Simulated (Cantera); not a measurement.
Input (Python, Cantera) and output of one run.

```python
import numpy as np
import cantera as ct

gas_names = """
    Electron C C+ C- CH CH+ CH2 CH3 CH2OH CH3O CH4 CH3OH CO CO+ CO2 CO2+ COOH C2 C2+ C2- C2H CHCO,ketyl
    C2H2,acetylene C2H2,vinylidene CH2CO,ketene C2H3,vinyl CH3CO,acetyl C2H4 C2H4O,ethylen
    CH3CHO,ethanal CH3COOH (HCOOH)2 C2H5 C2H6 CH3OCH3 C2H5OH C2O C3 C3H3,propargyl C3H4,allene
    C3H4,propyne C3H4,cyclo- C3H5,allyl C3H6,propylene C3H6,cyclo- C3H6O C3H7,n-propyl C3H7,i-propyl
    C3H8 C3H8O,1propanol C3H8O,2propanol C3O2 C4 C4H2 C4H4,1,3-cyclo- C4H6,butadiene C4H6,2-butyne
    C4H6,cyclo- C4H8,1-butene C4H8,cis2-buten C4H8,tr2-butene C4H8,isobutene C4H8,cyclo- (CH3COOH)2
    C4H9,n-butyl C4H9,i-butyl C4H9,s-butyl C4H9,t-butyl C4H10,isobutane C4H10,n-butane C5 C5H6,1,3cyclo-
    C5H8,cyclo- C5H10,1-pentene C5H10,cyclo- C5H11,pentyl C5H11,t-pentyl C5H12,n-pentane C5H12,i-pentane
    CH3C(CH3)2CH3 C6H2 C6H5,phenyl C6H5O,phenoxy C6H6 C6H5OH,phenol C6H10,cyclo- C6H12,1-hexene
    C6H12,cyclo- C6H13,n-hexyl C7H7,benzyl C7H8 C7H8O,cresol C7H14,1-heptene C7H15,n-heptyl
    C7H16,n-heptane C8H8,styrene C8H10,ethylbenz C8H16,1-octene C8H17,n-octyl C8H18,isooctane
    C8H18,n-octane C9H19,n-nonyl C10H8,naphthale C10H21,n-decyl C12H9,o-bipheny C12H10,bipheny H H+ H-
    HCO HCO+ HO2 H2 H2+ H2- HCHO,formaldehy HCOOH H2O H2O+ H2O2 H3O+ O O+ O- OH OH+ OH- O2 O2+ O2- O3
""".split()
cond_names = """
    C(gr) C6H6(L) C7H8(L) C8H18(L),n-octa H2O(s) H2O(L)
""".split()


def load(file, names, dense=False):
    # The tables refer to 1 bar. Condensed volumes are neglected.
    table = {s.name: s for s in ct.Species.list_from_file(file)}
    out = []
    for n in names:
        d = dict(table[n].input_data)
        d["thermo"] = dict(d["thermo"], **{"reference-pressure": 1e5})
        if dense:
            d["equation-of-state"] = {"model": "constant-volume", "density": "1e6 g/cm^3"}
        out.append(ct.Species.from_dict(d))
    return out


gas = ct.Solution(thermo="ideal-gas", species=load("nasa_gas.yaml", gas_names))
cond = {s.name: ct.Solution(thermo="fixed-stoichiometry", species=[s], name=s.name)
        for s in load("nasa_condensed.yaml", cond_names, dense=True)}
atoms = {
    'C2H2': {'C': 2, 'H': 2},
    'O2': {'O': 2},
}
top_T = {'C(gr)': 4500}  # K; cautious upper limits of use, not melting points


def equilibrate(T, P, feed):
    n = {}
    for name, mol in feed.items():
        for a, k in atoms[name].items():
            n[a] = n.get(a, 0.0) + k * mol
    gas.TPX = T, P, n
    mass = sum(n.values()) * gas.mean_molecular_weight
    gas.equilibrate("TP")
    valid = [c for c in cond.values() if c.min_temp <= T <= top_T.get(c.name, c.max_temp)]
    mix = ct.Mixture([(gas, mass / gas.mean_molecular_weight)] + [(c, 0.0) for c in valid])
    mix.T, mix.P = T, P
    mix.equilibrate("TP", solver="vcs", rtol=1e-11, max_steps=5000)
    return mix


results = []
feed = {'C2H2': 1, 'O2': 0.12}  # mol
P = 100000  # Pa
for T in [2500, 2750, 3000, 3250, 3500, 3750, 4000, 4250, 4500, 4750, 5000]:
    mix = equilibrate(T, P, feed)
    results.append((T, P, feed, dict(zip(mix.species_names, mix.species_moles))))

top = {s: max(r[3][s] / sum(r[3][g] for g in gas_names) for r in results) for s in gas_names}
cols = sorted((s for s in top if top[s] > 1e-06), key=lambda s: -top[s])[:9]
seen = [c for c in cond_names if any(r[3].get(c, 0) > 1e-12 for r in results)]
print("log10 of partial pressures in bar; condensed amounts in mol")
print(f"{'T/K':>10s}" + "".join(f"{s[:9]:>10s}" for s in cols + seen))
for T, P, feed, n in results:
    ng = sum(n[g] for g in gas_names)
    print(f"{T:10.4g}" + "".join(f"{np.log10(max(n[s] / ng * P / 1e5, 1e-99)):10.3f}" for s in cols)
          + "".join(f"{n.get(c, 0):10.4g}" for c in seen))
```

Result:

```
log10 of partial pressures in bar; condensed amounts in mol
       T/K        H2         H         C        CO        C3 C2H2,acet        C2       C2H        C5     C(gr)
      2500    -0.109    -1.654    -6.779    -0.718    -6.304    -2.075    -7.339    -4.764    -8.830     1.738
      2750    -0.135    -1.233    -5.423    -0.726    -4.773    -1.686    -5.787    -3.719    -6.869     1.705
      3000    -0.188    -0.896    -4.295    -0.742    -3.506    -1.394    -4.499    -2.867    -5.243     1.642
      3250    -0.284    -0.635    -3.342    -0.771    -2.441    -1.200    -3.413    -2.174    -3.875     1.523
      3500    -0.452    -0.455    -2.527    -0.824    -1.534    -1.121    -2.485    -1.625    -2.709     1.215
      3750    -0.772    -0.385    -1.849    -0.955    -0.836    -1.282    -1.738    -1.294    -1.841         0
      4000    -0.982    -0.288    -1.461    -1.015    -0.839    -1.760    -1.495    -1.378    -2.104         0
      4250    -1.249    -0.244    -1.139    -1.061    -0.905    -2.306    -1.322    -1.535    -2.441         0
      4500    -1.547    -0.235    -0.877    -1.100    -1.035    -2.897    -1.216    -1.753    -2.860         0
      4750    -1.852    -0.246    -0.675    -1.137    -1.251    -3.531    -1.188    -2.034    -3.400         0
      5000    -2.145    -0.264    -0.535    -1.170    -1.571    -4.204    -1.247    -2.380    -4.098         0
```

These are equilibrium values from Cantera (NASA tables, ideal gas, pure condensed phases), not measurements of a reactor.
